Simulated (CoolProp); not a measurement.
The fluid at 396.35 K and 0.0985 MPa is throttled through a valve to 0.0555 MPa with no heat exchange. The same conditions are run with several fluids, on thermodynamics alone (safety and materials aside).

Values from CoolProp's reference Helmholtz-energy equation of state of each fluid (methanol: de Reuck 1993; R115: Lemmon 2016; 1,2-dichloroethane: Thol 2015; R236EA: Rui 2013; cyclopropane: Polt 1992). The equations of Platzer and Polt are older, rougher fits.

```csv
fluid,temperature change (K),final density (kg/m³)
methanol,…,0.546
R115,-0.3,…
"1,2-dichloroethane",…,1.69
R236EA,-0.4,…
cyclopropane,-0.4,…
```

Question: Complete the blanks.

Answer: 
- methanol, temperature change (K): -1.9
- R115, final density (kg/m³): 2.61
- 1,2-dichloroethane, temperature change (K): -1.0
- R236EA, final density (kg/m³): 2.58
- cyclopropane, final density (kg/m³): 0.712
